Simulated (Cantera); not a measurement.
A perfectly stirred reactor is fed with CH₄ : CO : O₂ : N₂ : H₂O = 1 : 1.4 : 3.65 : 13.7 : 3.1 (molar parts), equivalence ratio 0.74, at 15.0 bar; it is adiabatic with a 775 K inlet, and is followed from long to short residence time, starting on the burning branch (τ in s: 0.064, 0.029, 0.013, 0.006, 0.0027, 0.0012, 0.00056, 0.00025, 0.00011, 5.2e-05, 2.3e-05, 1.1e-05, 4.8e-06).

Model: GRI-Mech 3.0 (53 species, 325 reactions), integrated in Cantera. The pressure lies above the range GRI-Mech 3.0 was tuned for (to about 10 atm).

Q: What does this change do: 0.12 parts H2 added?

A: 
| quantity | before | after |
|---|---|---|
| blow-out, bracketed by the residence times tried | burning at 52.0 µs, out at 23.0 µs | burning at 52.0 µs, out at 23.0 µs |
| x(CH₄) at τ = 64.0 ms | 5.67e-7 | 5.06e-7 |
| x(CO) at τ = 64.0 ms | 0.000499 | 0.000606 |
| x(O₂) at τ = 64.0 ms | 0.0422 | 0.0392 |
| x(H) at τ = 64.0 ms | 1.35e-5 | 1.72e-5 |
| x(OH) at τ = 64.0 ms | 0.00186 | 0.00204 |
| x(CH₄) at τ = 0.560 ms | 4.35e-5 | 3.98e-5 |
| x(CO) at τ = 0.560 ms | 0.00291 | 0.00296 |
| x(O₂) at τ = 0.560 ms | 0.0439 | 0.0411 |
| x(H) at τ = 0.560 ms | 5.51e-5 | 6.33e-5 |
| x(OH) at τ = 0.560 ms | 0.00248 | 0.00267 |
